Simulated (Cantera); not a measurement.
A freely propagating, adiabatic, planar premixed flame of CH₄ : O₂ : N₂ = 1 : 3.03 : 11.4 (molar parts), equivalence ratio 0.66, unburnt at 398 K and 500000 Pa; unity-Lewis-number transport, grid criteria slope 0.08 and curve 0.16, no radiation.

Cantera simulation using GRI-Mech 3.0 (53 species, 325 reactions); the numbers are that mechanism's predictions, not measurements. Unity Lewis numbers drop preferential diffusion, which matters most where H2 and H carry the flame. Burning velocities carry a grid error of a few per cent, more on coarse grids.

x: mole fraction of selected species; z is measured from the peak of heat release.

```csv
z (mm),T (K),u (m/s),x CH₄,x O₂,x O,x CH₂CO,x C₂H₆,x NO
-0.718,400,0.129,0.0647,0.196,<1e-8,1.02e-7,6.16e-7,<1e-8
-0.478,414,0.133,0.0641,0.195,<1e-8,8.49e-7,5.11e-6,<1e-8
-0.359,451,0.145,0.0624,0.192,<1e-8,2.86e-6,1.72e-5,<1e-8
-0.239,597,0.193,0.0556,0.180,<1e-8,1.10e-5,6.59e-5,[?]
-0.120,1010,0.327,0.0348,0.143,1.41e-7,3.58e-5,0.000210,[?]
-0.0598,1336,0.434,0.0175,0.112,6.29e-6,5.73e-5,0.000261,[?]
0,1665,0.542,0.00200,0.0792,0.000322,4.41e-5,2.11e-5,[?]
0.0598,1778,0.576,2.18e-5,0.0695,0.000608,2.30e-6,<1e-8,[?]
0.120,1813,0.586,3.16e-7,0.0678,0.000357,8.28e-8,<1e-8,4.26e-6
0.239,1835,0.592,<1e-8,0.0669,0.000137,<1e-8,<1e-8,4.61e-6
0.478,1845,0.595,<1e-8,0.0667,4.35e-5,<1e-8,<1e-8,4.84e-6
0.957,1847,0.595,<1e-8,0.0666,2.34e-5,<1e-8,<1e-8,5.03e-6
1.91,1847,0.595,<1e-8,0.0666,2.18e-5,<1e-8,<1e-8,5.31e-6
```

Question: Some entries are withheld; supply them.

Answer: 
- -0.239, x NO: 6.77e-8
- -0.120, x NO: 6.74e-7
- -0.0598, x NO: 1.66e-6
- 0, x NO: 2.93e-6
- 0.0598, x NO: 3.83e-6
